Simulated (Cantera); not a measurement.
Charge: 1 mol SiHCl3, 0.055 mol C3H8, 6.8 mol H2, equilibrated at 1.10 mbar.

Equilibrium computed with Cantera from the NASA thermochemical tables; the gas is ideal and each condensed phase is pure. Candidate condensed phases: C, C6H6, C7H8, C8H18, Si, SiC; 109 gas species. The tables' values for SiCl, SiCl3 are old estimates; treat these amounts as uncertain. Gases not in the tables: Si2H6 and higher silanes. Equilibrium is a limit: real reactors are often held back by kinetics, nucleation or transport.

Task: At 1923 K, list the 6 most abundant gas species with their mole fractions, and the condensed phases.

Result: H2 0.716, HCl 0.166, SiCl2 0.0746, H 0.0240, Si 0.0113, Cl 0.00420. Condensed: SiC(s).
